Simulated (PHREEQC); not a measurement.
Nickel, zinc or cadmium bath: speciation

Solution (10 °C): 0.06 mol/kgw CdSO4, 0.00089 mol/kgw Na2SO4 and 0.087 mol/kgw HCl. Closed to the air; pH follows from the charge balance.

All values are PHREEQC results (ion-association model, phreeqc.dat), not measurements.

This is a speciation only: nothing precipitates in the calculation.

Q: Estimate the pH, ionic strength, density.

A: pH 1.32; ionic strength 0.163 mol/kgw; density 1.013 g/cm³.

Q: In which forms is Cd present?

A: CdCl+ 46 %, Cd+2 30 %, CdSO4 16 %, CdCl2 5.2 %, Cd(SO4)2-2 3.6 % of the Cd.

Constants without temperature data keep their 25 °C values here.
